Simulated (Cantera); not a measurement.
## Transport properties of process gases

Gas mixture: 63.0 % C₂H₄, 37.0 % N₂, at 0.260 bar, frozen composition.

Cantera's kinetic-theory transport with the Lennard-Jones parameters of GRI-Mech 3.0, ideal gas; thermal conductivity in the multicomponent form. The composition is frozen, though it would react at the higher temperatures.

| T (K) | ρ (kg/m³) | cp (J/kg/K) | μ (µPa s) | λ (mW/m/K) | Pr | D (cm²/s) CH₃ | D (cm²/s) H₂O | D (cm²/s) OH |
|---|---|---|---|---|---|---|---|---|
| 400 | 0.219 | 1569 | 16.0 | 33.3 | 0.756 | 1.24 | 1.25 | 1.74 |
| 500 | 0.175 | 1790 | 19.3 | 45.5 | 0.760 | 1.85 | 1.93 | 2.58 |
| 600 | 0.146 | 1990 | 22.3 | 58.2 | 0.763 | 2.55 | 2.72 | 3.53 |
| 700 | 0.125 | 2160 | 25.1 | 71.0 | 0.765 | 3.34 | 3.63 | 4.59 |
| 800 | 0.110 | 2299 | 27.8 | 83.4 | 0.765 | 4.20 | 4.64 | 5.76 |
| 900 | 0.0974 | 2420 | 30.2 | 95.6 | 0.765 | 5.14 | 5.74 | 7.02 |
| 1000 | 0.0877 | 2546 | 32.6 | 108 | 0.766 | 6.14 | 6.94 | 8.38 |
| 1100 | 0.0797 | 2643 | 34.9 | 120 | 0.766 | 7.22 | 8.21 | 9.84 |
| 1200 | 0.0731 | 2729 | 37.0 | 132 | 0.765 | 8.36 | 9.57 | 11.4 |
D: mixture-averaged diffusion coefficient of that species in the mixture.
